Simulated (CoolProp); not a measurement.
Values from CoolProp's reference Helmholtz-energy equation of state, Guder 2009.

For sulfur hexafluoride, give the phase and the cp (kJ/(kg K)), Prandtl number at 302 K and 0.213 MPa; 302 K and 0.404 MPa; 302 K and 2.76 MPa.


- 302 K and 0.213 MPa: gas; cp 0.680, Prandtl number 0.786
- 302 K and 0.404 MPa: gas; cp 0.689, Prandtl number 0.794
- 302 K and 2.76 MPa: liquid; cp 1.39, Prandtl number 2.93

Viscosity comes from a separate model (Quiñones-Cisneros 2012). Thermal conductivity comes from a separate model (Assael 2012).
